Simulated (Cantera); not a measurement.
A closed system holds: 1 mol B₂H₆, 0.22 mol NH₃, 0.54 mol H₂, held at 1550 °C and 0.780 bar.

Equilibrium computed with Cantera from the NASA thermochemical tables; the gas is ideal and each condensed phase is pure. Candidate condensed phases: B, BN; 15 gas species. The feed counts by its element totals alone. Mutual solubility and eutectic melting of coexisting phases are not modelled. The tables' values for BH₂ are old estimates; treat these amounts as uncertain. Gases not in the tables: B₂H₆ and higher boranes. Rates play no part.

What is the equilibrium state?


| Item | Value |
|---|---|
| x(H₂) | 0.999 |
| x(H) | 0.000490 |
| x(BH₂) | 0.000153 |
| x(BH₃) | 1.91e-5 |
| x(N₂) | 8.30e-6 |
| n(B(s)) | 1.78 mol |
| n(BN(s)) | 0.220 mol |
| gas amount | 3.871 mol |
